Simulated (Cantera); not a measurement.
# Calcination and drying: CsOH + H2 + H2O

Input: 1 mol CsOH, 0.33 mol H2, 0.91 mol H2O, at 10.0 mbar.

Equilibrium computed with Cantera from the NASA thermochemical tables; the gas is ideal and each condensed phase is pure. Candidate condensed phases: Cs, CsOH, H2O; 15 gas species. The numbers say what is thermodynamically allowed, not how fast it happens.

From 1377 °C to 1777 °C nothing is condensed. The main Cs-bearing gas is CsOH throughout.

```json
[
 {"T (°C)": "1377", "x H2O": "0.504", "x CsOH": "0.297", "x Cs": "0.122", "x H2": "0.0771"},
 {"T (°C)": "1427", "x H2O": "0.511", "x CsOH": "0.284", "x Cs": "0.132", "x H2": "0.0712"},
 {"T (°C)": "1477", "x H2O": "0.519", "x CsOH": "0.273", "x Cs": "0.142", "x H2": "0.0657"},
 {"T (°C)": "1527", "x H2O": "0.526", "x CsOH": "0.261", "x Cs": "0.151", "x H2": "0.0605"},
 {"T (°C)": "1577", "x H2O": "0.532", "x CsOH": "0.251", "x Cs": "0.159", "x H2": "0.0557"},
 {"T (°C)": "1627", "x H2O": "0.537", "x CsOH": "0.241", "x Cs": "0.167", "x H2": "0.0513"},
 {"T (°C)": "1677", "x H2O": "0.541", "x CsOH": "0.231", "x Cs": "0.175", "x H2": "0.0476"},
 {"T (°C)": "1727", "x H2O": "0.543", "x CsOH": "0.220", "x Cs": "0.183", "x H2": "0.0447"},
 {"T (°C)": "1777", "x H2O": "0.543", "x CsOH": "0.208", "x Cs": "0.191", "x H2": "0.0432"}
]
```
x: gas mole fraction; nothing condenses.
